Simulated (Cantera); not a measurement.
Input (Python, Cantera) and output of one run.

```python
import numpy as np
import cantera as ct

gas_names = [...]  # 136 gases of nasa_gas.yaml made of C, H, N, O
cond_names = """
    C(gr) C6H6(L) C7H8(L) C8H18(L),n-octa H2O(s) H2O(L)
""".split()


# ... load() reads the species with a 1 bar reference pressure and builds the phases ...
atoms = {
    'toluene': {'C': 7, 'H': 8},
    'H2': {'H': 2},
    'N2': {'N': 2},
    'H2O': {'H': 2, 'O': 1},
}
top_T = {'C(gr)': 4500}  # K; cautious upper limits of use, not melting points


# ... equilibrate(T, P, feed) seeds the gas with the atoms and calls Mixture.equilibrate('TP', solver="vcs", rtol=1e-11, max_steps=5000) ...
results = []
feed = {'toluene': 1, 'H2': 31, 'N2': 0.63, 'H2O': 1.9}  # mol
P = 17000  # Pa
for T in [1973, 2073, 2173, 2273, 2373, 2473, 2573, 2673, 2773, 2873, 2973, 3073]:
    mix = equilibrate(T, P, feed)
    results.append((T, P, feed, dict(zip(mix.species_names, mix.species_moles))))

top = {s: max(r[3][s] / sum(r[3][g] for g in gas_names) for r in results) for s in gas_names}
cols = sorted((s for s in top if top[s] > 1e-06), key=lambda s: -top[s])[:8]
seen = [c for c in cond_names if any(r[3].get(c, 0) > 1e-12 for r in results)]
print("log10 of partial pressures in bar; condensed amounts in mol")
print(f"{'T/K':>10s}" + "".join(f"{s[:9]:>10s}" for s in cols + seen))
for T, P, feed, n in results:
    ng = sum(n[g] for g in gas_names)
    print(f"{T:10.4g}" + "".join(f"{np.log10(max(n[s] / ng * P / 1e5, 1e-99)):10.3f}" for s in cols)
          + "".join(f"{n.get(c, 0):10.4g}" for c in seen))
```

Result:

```
log10 of partial pressures in bar; condensed amounts in mol
       T/K        H2         H        CO C2H2,acet        N2       HCN       C2H        C3     C(gr)
      1973    -0.800    -3.270    -2.087    -3.994    -2.590    -3.573    -8.232   -10.850     4.985
      2073    -0.802    -2.981    -2.088    -3.714    -2.602    -3.413    -7.517    -9.804     4.912
      2173    -0.805    -2.719    -2.089    -3.461    -2.618    -3.271    -6.869    -8.857     4.802
      2273    -0.810    -2.481    -2.091    -3.234    -2.638    -3.146    -6.280    -7.996     4.641
      2373    -0.817    -2.263    -2.094    -3.028    -2.664    -3.036    -5.742    -7.209     4.414
      2473    -0.828    -2.066    -2.098    -2.844    -2.697    -2.942    -5.250    -6.488     4.103
      2573    -0.843    -1.886    -2.104    -2.679    -2.736    -2.863    -4.800    -5.825      3.69
      2673    -0.864    -1.722    -2.112    -2.534    -2.783    -2.798    -4.388    -5.213     3.157
      2773    -0.892    -1.575    -2.122    -2.409    -2.837    -2.748    -4.010    -4.646      2.48
      2873    -0.929    -1.443    -2.136    -2.303    -2.899    -2.712    -3.664    -4.121     1.624
      2973    -0.978    -1.327    -2.153    -2.218    -2.967    -2.692    -3.349    -3.632    0.5126
      3073    -1.033    -1.223    -2.174    -2.236    -3.009    -2.710    -3.146    -3.305         0
```

Method: chemical equilibrium by Gibbs-energy minimisation in Cantera with the NASA 1993 tables (ideal gas, pure condensed phases).
